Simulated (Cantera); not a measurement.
A Cantera script and what it prints.

```python
import numpy as np
import cantera as ct

gas_names = """
    CL CL2 H HCL H2 Si SiCL SiCL2 SiCL3 SiCL4 SiH SiHCL3 SiH2 SiH2CL2 SiH3 SiH3CL SiH4 Si2 Si3
""".split()
cond_names = """
    Si(cr) Si(L)
""".split()


def load(file, names, dense=False):
    # The tables refer to 1 bar. Condensed volumes are neglected.
    table = {s.name: s for s in ct.Species.list_from_file(file)}
    out = []
    for n in names:
        d = dict(table[n].input_data)
        d["thermo"] = dict(d["thermo"], **{"reference-pressure": 1e5})
        if dense:
            d["equation-of-state"] = {"model": "constant-volume", "density": "1e6 g/cm^3"}
        out.append(ct.Species.from_dict(d))
    return out


gas = ct.Solution(thermo="ideal-gas", species=load("nasa_gas.yaml", gas_names))
cond = {s.name: ct.Solution(thermo="fixed-stoichiometry", species=[s], name=s.name)
        for s in load("nasa_condensed.yaml", cond_names, dense=True)}
atoms = {
    'SiCl4': {'Si': 1, 'CL': 4},
    'HCl': {'H': 1, 'CL': 1},
    'H2': {'H': 2},
    'Cl2': {'CL': 2},
}
top_T = {}  # K; cautious upper limits of use, not melting points


def equilibrate(T, P, feed):
    n = {}
    for name, mol in feed.items():
        for a, k in atoms[name].items():
            n[a] = n.get(a, 0.0) + k * mol
    gas.TPX = T, P, n
    mass = sum(n.values()) * gas.mean_molecular_weight
    gas.equilibrate("TP")
    valid = [c for c in cond.values() if c.min_temp <= T <= top_T.get(c.name, c.max_temp)]
    mix = ct.Mixture([(gas, mass / gas.mean_molecular_weight)] + [(c, 0.0) for c in valid])
    mix.T, mix.P = T, P
    mix.equilibrate("TP", solver="vcs", rtol=1e-11, max_steps=5000)
    return mix


results = []
feed = {'SiCl4': 1, 'HCl': 0.058, 'H2': 70, 'Cl2': 0.074}  # mol
P = 1000  # Pa
for T in [975, 1000, 1025, 1050, 1075, 1100, 1125, 1150, 1175, 1200, 1225, 1250, 1275]:
    mix = equilibrate(T, P, feed)
    results.append((T, P, feed, dict(zip(mix.species_names, mix.species_moles))))

top = {s: max(r[3][s] / sum(r[3][g] for g in gas_names) for r in results) for s in gas_names}
cols = sorted((s for s in top if top[s] > 1e-06), key=lambda s: -top[s])[:5]
seen = [c for c in cond_names if any(r[3].get(c, 0) > 1e-12 for r in results)]
print("log10 of partial pressures in bar; condensed amounts in mol")
print(f"{'T/K':>10s}" + "".join(f"{s[:9]:>10s}" for s in cols + seen))
for T, P, feed, n in results:
    ng = sum(n[g] for g in gas_names)
    print(f"{T:10.4g}" + "".join(f"{np.log10(max(n[s] / ng * P / 1e5, 1e-99)):10.3f}" for s in cols)
          + "".join(f"{n.get(c, 0):10.4g}" for c in seen))
```

It prints:

```
log10 of partial pressures in bar; condensed amounts in mol
       T/K        H2       HCL     SiCL4     SiCL2    SiHCL3    Si(cr)
       975    -2.012    -3.791    -4.093    -5.362    -4.557    0.1621
      1000    -2.013    -3.709    -4.141    -5.175    -4.597    0.2167
      1025    -2.015    -3.635    -4.202    -5.005    -4.647    0.2737
      1050    -2.016    -3.570    -4.279    -4.852    -4.709    0.3306
      1075    -2.017    -3.513    -4.374    -4.718    -4.784    0.3849
      1100    -2.019    -3.465    -4.490    -4.603    -4.875    0.4337
      1125    -2.020    -3.427    -4.631    -4.508    -4.984    0.4747
      1150    -2.021    -3.398    -4.795    -4.432    -5.110    0.5063
      1175    -2.022    -3.377    -4.980    -4.374    -5.253    0.5286
      1200    -2.022    -3.363    -5.182    -4.330    -5.407    0.5426
      1225    -2.023    -3.354    -5.394    -4.298    -5.568    0.5499
      1250    -2.023    -3.348    -5.610    -4.273    -5.733    0.5526
      1275    -2.023    -3.346    -5.827    -4.255    -5.898    0.5521
```

These are equilibrium values from Cantera (NASA tables, ideal gas, pure condensed phases), not measurements of a reactor. The tables' values for SiCl3 are old estimates; treat these amounts as uncertain.
